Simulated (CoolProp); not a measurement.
Carbon monoxide at 211.97 K and 11 MPa is throttled through a valve to 4.05 MPa with no heat exchange. Each further row changes one setting.

Values from CoolProp's reference Helmholtz-energy equation of state, Lemmon 2006. It is a short technical equation, of lower accuracy than the large ones.

```tsv
case	temperature change (K)	final phase	final density (kg/m³)
as stated	-25.7	supercritical	84.4
outlet pressure 1.21 MPa	-43.0	gas	25.6
outlet pressure 5.26 MPa	-19.8	supercritical	108
```
